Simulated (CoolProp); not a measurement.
Ethanol at several states: fugacity coefficient from the reference equation and from simpler models built on Tc = 514.7 K, pc = 6.268 MPa, ω = 0.644; each cubic takes its own stable root.

Model: reference Helmholtz-energy equation of state, Schroeder 2014, in CoolProp.

| T (K) | p (MPa) | phase | reference |
|---|---|---|---|
| 586.8 | 3.36 | gas | 0.9164 |
| 174 | 0.968 | liquid | 1.729e-8 |
| 458.3 | 0.106 | gas | 0.9912 |
| 327.4 | 6.82 | liquid | 0.006030 |
| 348 | 0.615 | liquid | 0.1403 |

Task: How far does each simpler model (van der Waals, Redlich-Kwong, Peng-Robinson) lie from the reference over these 5 states: mean and median of the absolute difference, and the worst?

Result: 
- van der Waals: mean 8895812.0 %, median 561.2 %, worst +44476476.1 % at 174 K and 0.968 MPa
- Redlich-Kwong: mean 10135.6 %, median 342.5 %, worst +49784.3 % at 174 K and 0.968 MPa
- Peng-Robinson: mean 15.6 %, median 5.0 %, worst -63.8 % at 174 K and 0.968 MPa

At some of these states van der Waals gives the other phase, because its saturation line lies elsewhere.
